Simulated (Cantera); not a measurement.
Thermodynamics of aluminium nitride and oxide growth, feed AlCl3 + O2 + H2

A closed system holds: 1 mol AlCl3, 12 mol O2, 53 mol H2, held at 80.0 Pa.

Equilibrium computed with Cantera from the NASA thermochemical tables; the gas is ideal and each condensed phase is pure. Candidate condensed phases: Al, AlCl3, Al2O3, H2O; 29 gas species. Condensed phases not in the tables: AlOCl. The numbers say what is thermodynamically allowed, not how fast it happens.

From 648 K to 1948 K the condensed part is Al2O3(s).

```json
[
 {"T (K)": "648", "x H2": "0.532", "x H2O": "0.413", "x HCl": "0.0550", "x H": "<1e-12", "x Cl": "<1e-12", "x OH": "<1e-12", "x O": "<1e-12", "n Al2O3(s)": "0.500"},
 {"T (K)": "748", "x H2": "0.532", "x H2O": "0.413", "x HCl": "0.0550", "x H": "7.42e-12", "x Cl": "<1e-12", "x OH": "<1e-12", "x O": "<1e-12", "n Al2O3(s)": "0.500"},
 {"T (K)": "848", "x H2": "0.532", "x H2O": "0.413", "x HCl": "0.0550", "x H": "4.91e-10", "x Cl": "5.10e-11", "x OH": "<1e-12", "x O": "<1e-12", "n Al2O3(s)": "0.500"},
 {"T (K)": "948", "x H2": "0.532", "x H2O": "0.413", "x HCl": "0.0550", "x H": "1.35e-8", "x Cl": "1.33e-9", "x OH": "1.52e-11", "x O": "<1e-12", "n Al2O3(s)": "0.500"},
 {"T (K)": "1048", "x H2": "0.532", "x H2O": "0.413", "x HCl": "0.0550", "x H": "1.99e-7", "x Cl": "1.88e-8", "x OH": "4.87e-10", "x O": "<1e-12", "n Al2O3(s)": "0.500"},
 {"T (K)": "1148", "x H2": "0.532", "x H2O": "0.413", "x HCl": "0.0550", "x H": "1.85e-6", "x Cl": "1.68e-7", "x OH": "8.57e-9", "x O": "<1e-12", "n Al2O3(s)": "0.500"},
 {"T (K)": "1248", "x H2": "0.532", "x H2O": "0.413", "x HCl": "0.0550", "x H": "1.20e-5", "x Cl": "1.07e-6", "x OH": "9.54e-8", "x O": "2.14e-12", "n Al2O3(s)": "0.500"},
 {"T (K)": "1348", "x H2": "0.532", "x H2O": "0.413", "x HCl": "0.0550", "x H": "5.97e-5", "x Cl": "5.14e-6", "x OH": "7.45e-7", "x O": "7.82e-11", "n Al2O3(s)": "0.500"},
 {"T (K)": "1448", "x H2": "0.532", "x H2O": "0.413", "x HCl": "0.0550", "x H": "0.000238", "x Cl": "2.00e-5", "x OH": "4.39e-6", "x O": "1.74e-9", "n Al2O3(s)": "0.500"},
 {"T (K)": "1548", "x H2": "0.532", "x H2O": "0.413", "x HCl": "0.0550", "x H": "0.000794", "x Cl": "6.55e-5", "x OH": "2.06e-5", "x O": "2.61e-8", "n Al2O3(s)": "0.500"},
 {"T (K)": "1648", "x H2": "0.530", "x H2O": "0.412", "x HCl": "0.0548", "x H": "0.00229", "x Cl": "0.000186", "x OH": "8.01e-5", "x O": "2.82e-7", "n Al2O3(s)": "0.500"},
 {"T (K)": "1748", "x H2": "0.528", "x H2O": "0.411", "x HCl": "0.0544", "x H": "0.00587", "x Cl": "0.000467", "x OH": "0.000267", "x O": "2.34e-6", "n Al2O3(s)": "0.500"},
 {"T (K)": "1848", "x H2": "0.522", "x H2O": "0.409", "x HCl": "0.0536", "x H": "0.0135", "x Cl": "0.00106", "x OH": "0.000780", "x O": "1.54e-5", "n Al2O3(s)": "0.500"},
 {"T (K)": "1948", "x H2": "0.511", "x H2O": "0.404", "x HCl": "0.0520", "x H": "0.0286", "x Cl": "0.00218", "x OH": "0.00204", "x O": "8.45e-5", "n Al2O3(s)": "0.500"}
]
```
x: gas mole fraction; n: condensed amount in mol.
